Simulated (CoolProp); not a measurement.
Model: reference Helmholtz-energy equation of state, Lemmon 2006, in CoolProp. It is a short technical equation, of lower accuracy than the large ones.

Problem. Give the vapour pressure (MPa), liquid cp (kJ/(kg K)), vapour viscosity (µPa s) of saturated hydrogen sulfide at -48.65, -38.85 °C.

Solution. 
```
T (°C)  p (MPa)  liquid cp (kJ/(kg K))  vapour viscosity (µPa s)
------  -------  ---------------------  ------------------------
-48.65    0.177                   2.00                      8.77
-38.85    0.269                   2.00                      9.09
```

Viscosity comes from a separate model (Quiñones-Cisneros 2012).
